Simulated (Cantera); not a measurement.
Cantera run, input and output.

```python
import numpy as np
import cantera as ct

gas = ct.Solution("gri30.yaml")
gas.TPX = 725, 120000, {'H2': 1, 'O2': 0.893, 'N2': 3.36}
inlet = ct.Reservoir(gas, clone=True)
gas.equilibrate("HP")  # start burning
reactor = ct.IdealGasConstPressureReactor(gas, energy="on", clone=False)
exhaust = ct.Reservoir(gas, clone=True)
tau = [0.35, 0.11, 0.032, 0.0096, 0.0029, 0.00088, 0.00027, 8.1e-05, 2.4e-05, 7.4e-06][0]
for a, b in ((inlet, reactor), (reactor, exhaust)):
    ct.MassFlowController(a, b, mdot=lambda t: reactor.mass / tau)
net = ct.ReactorNet([reactor])
show = ['H2', 'O2', 'H', 'H2O', 'H2O2']

rows = []
print(f"{'tau/s':>10s}{'T/K':>9s}" + "".join(f"{s:>11s}" for s in show))
for tau in [0.35, 0.11, 0.032, 0.0096, 0.0029, 0.00088, 0.00027, 8.1e-05, 2.4e-05, 7.4e-06]:
    net.initial_time = 0.0
    net.advance(30 * tau)
    before = gas.X
    net.advance(40 * tau)
    drift = np.max(np.abs(gas.X - before) / (gas.X + 1e-9))
    rows.append([gas.T, *gas[show].X, drift])
    print(f"{tau:10.3e}{gas.T:9.1f}" + "".join(f"{x:11.3e}" for x in gas[show].X))
```

It prints:

```
     tau/s      T/K         H2         O2          H        H2O       H2O2
 3.500e-01   2102.3  4.309e-04  8.074e-02  6.359e-05  2.078e-01  1.667e-07
 1.100e-01   2103.2  4.880e-04  8.124e-02  7.561e-05  2.076e-01  1.693e-07
 3.200e-02   2099.5  6.648e-04  8.133e-02  1.170e-04  2.071e-01  1.759e-07
 9.600e-03   2087.7  1.153e-03  8.111e-02  2.632e-04  2.057e-01  2.016e-07
 2.900e-03   2061.0  2.317e-03  8.067e-02  7.616e-04  2.028e-01  2.709e-07
 8.800e-04   2008.1  4.675e-03  8.026e-02  2.287e-03  1.976e-01  4.068e-07
 2.700e-04   1914.0  8.678e-03  8.042e-02  6.236e-03  1.890e-01  6.698e-07
 8.100e-05   1762.7  1.466e-02  8.224e-02  1.464e-02  1.762e-01  1.351e-06
 2.400e-05   1554.3  2.571e-02  8.892e-02  2.721e-02  1.568e-01  3.597e-06
 7.400e-06    725.0  1.904e-01  1.700e-01  1.325e-15  1.248e-15  1.206e-18
```

Detailed kinetics in Cantera: GRI-Mech 3.0 (53 species, 325 reactions).
